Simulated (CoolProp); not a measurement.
Values from CoolProp's reference Helmholtz-energy equation of state, Lemmon 2005. It is a short technical equation, of lower accuracy than the large ones.

Problem. Give the vapour pressure (kPa), liquid density (kg/m³), vapour density (kg/m³), enthalpy of vaporisation (kJ/kg) of saturated trans-2-butene at 362.2 K.

Solution. 
```tsv
T (K)	p (kPa)	liquid density (kg/m³)	vapour density (kg/m³)	enthalpy of vaporisation (kJ/kg)
362.2	1210	510	29.0	297
```
